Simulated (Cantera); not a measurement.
Feed: 1 mol Si3N4, a varied amount of H2O, 150 mol H2, held at 1677 °C and 133 Pa.

These are equilibrium values from Cantera (NASA tables, ideal gas, pure condensed phases), not measurements of a reactor. Candidate condensed phases: H2O, Si, SiO2, Si2N2O, Si3N4; 35 gas species. The tables' values for SiN are old estimates; treat these amounts as uncertain. Gases not in the tables: Si2H6 and higher silanes. The numbers say what is thermodynamically allowed, not how fast it happens.

**Question.** At 0.095 mol H2O, list the 6 most abundant gas species with their mole fractions, and the condensed phases.

**Answer.** H2 0.938, H 0.0304, Si 0.0174, N2 0.0127, SiO 0.000604, SiH 0.000471. Condensed: gas only.
